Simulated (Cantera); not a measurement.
A perfectly stirred reactor is fed with 12.1 % CO, 0.868 % H2, 8.97 % O2, 78.1 % N2, at 5.00 bar; it is adiabatic with a 373 K inlet, and is followed from long to short residence time, starting on the burning branch (τ in s: 0.23, 0.088, 0.034, 0.013, 0.005, 0.0019, 0.00074, 0.00028, 0.00011, 4.2e-05).

Computed with Cantera and GRI-Mech 3.0 (53 species, 325 reactions). The hydrogen kinetics of GRI-Mech 3.0 are dated; newer H2 mechanisms differ, most at raised pressure.

Task: Predict: blow-out, bracketed by the residence times tried; x(CO) at τ = 0.230 s; x(H2) at τ = 0.230 s; x(O2) at τ = 0.230 s; x(H2O2) at τ = 0.230 s; x(H) at τ = 0.230 s; x(CO) at τ = 1.90 ms; x(H2) at τ = 1.90 ms; x(O2) at τ = 1.90 ms.

Result: 
```
Quantity                                                                      Result
------------------------------------------------  ----------------------------------
blow-out, bracketed by the residence times tried  burning at 5.00 ms, out at 1.90 ms
x(CO) at τ = 0.230 s                                                        0.000693
x(H2) at τ = 0.230 s                                                         8.64e-6
x(O2) at τ = 0.230 s                                                          0.0271
x(H2O2) at τ = 0.230 s                                                       4.32e-8
x(H) at τ = 0.230 s                                                          1.73e-6
x(CO) at τ = 1.90 ms                                                           0.121
x(H2) at τ = 1.90 ms                                                         0.00868
x(O2) at τ = 1.90 ms                                                          0.0897
```
